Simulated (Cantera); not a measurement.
A counterflow diffusion flame at 1.00 bar, nozzles 20 mm apart: fuel side CH4 : CO = 1 : 0.03 (molar parts) at 300 K, oxidiser side O2 : N2 = 0.19 : 0.81 (molar parts) at 350 K, fuel mass flux 0.8 times the oxidiser's; mixture-averaged transport, no radiation.

Detailed kinetics in Cantera: GRI-Mech 3.0 (53 species, 325 reactions). GRI-Mech 3.0 has no aromatics or soot, which form on the fuel side of real flames. The maximum strain rate includes the flame's own expansion and is several times the mean. A flux with no burning solution from the previous one only brackets extinction.

x: mole fraction; the columns are a selection and need not sum to one.

| oxidiser flux (kg/m²/s) | max strain (1/s) | mean strain (1/s) | T max (K) | peak x OH | peak x H | peak x NO | peak x CO | peak x C2H2 |
|---|---|---|---|---|---|---|---|---|
| 0.25 | 163 | 27.9 | 1967 | 0.00521 | 0.00291 | 0.000159 | 0.0401 | 0.00802 |
| 0.36 | (withheld) | 40.1 | 1949 | 0.00514 | 0.00303 | (withheld) | 0.0400 | (withheld) |
| 0.51 | 313 | 56.8 | 1934 | 0.00507 | 0.00314 | 0.000118 | 0.0403 | 0.00656 |
| 0.73 | 430 | 81.4 | 1914 | 0.00489 | 0.00321 | 9.37e-5 | 0.0407 | 0.00580 |
| 1 | (withheld) | 111 | 1891 | 0.00463 | 0.00319 | (withheld) | 0.0412 | (withheld) |
| 1.5 | 809 | 167 | 1846 | 0.00403 | 0.00296 | 4.01e-5 | 0.0421 | 0.00365 |

Q: Complete the blanks.

A: 
- 0.36, max strain (1/s): 228
- 0.36, peak x NO: 0.000138
- 0.36, peak x C2H2: 0.00719
- 1, max strain (1/s): 567
- 1, peak x NO: 7.09e-5
- 1, peak x C2H2: 0.00499
